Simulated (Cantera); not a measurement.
A closed system holds: 1 mol Pb, 0.072 mol H2O, 140 mol N2, 0.014 mol CO2, at 84.0 Pa.

Equilibrium computed with Cantera from the NASA thermochemical tables; the gas is ideal and each condensed phase is pure. Candidate condensed phases: C, C6H6, C7H8, C8H18, H2O, Pb, PbO, PbO2, Pb3O4; 139 gas species. Kinetics and transport are ignored. All values below are at 1500 K.

Base state: N2 0.992, Pb 0.00705, H2O 0.000477, CO2 8.49e-5, PbO 4.13e-5, H2 3.11e-5, CO 1.43e-5 (mole fractions); condensed: gas only.

**Question.** What changes in the equilibrium state with this change: pressure from 84.0 Pa to 17.0 bar?

**Answer.** 
```tsv
species	before	after
N2	0.992	0.998
Pb	0.00705	0.00144
H2O	0.000477	0.000500
H2	3.11e-5	1.37e-5
CO	1.43e-5	6.59e-6
PbO	4.13e-5	2.02e-5
CO2	8.49e-5	9.32e-5
Pb(l), mol	0	0.794
```
Gases not in the tables: (PbO)n polymers.
